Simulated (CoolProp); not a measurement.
The numbers come from the reference Helmholtz-energy equation of state, Smukala 2000 in CoolProp.

### Question
For ethylene, give the phase and the density (kg/m³), cp (kJ/(kg K)), cv (kJ/(kg K)), expansivity (1/kK) at -41.25 °C and 27.7 MPa; -3.65 °C and 27.7 MPa.

### Answer
- -41.25 °C and 27.7 MPa: liquid; density 516, cp 2.36, cv 1.35, expansivity 2.43
- -3.65 °C and 27.7 MPa: liquid; density 467, cp 2.49, cv 1.39, expansivity 2.88
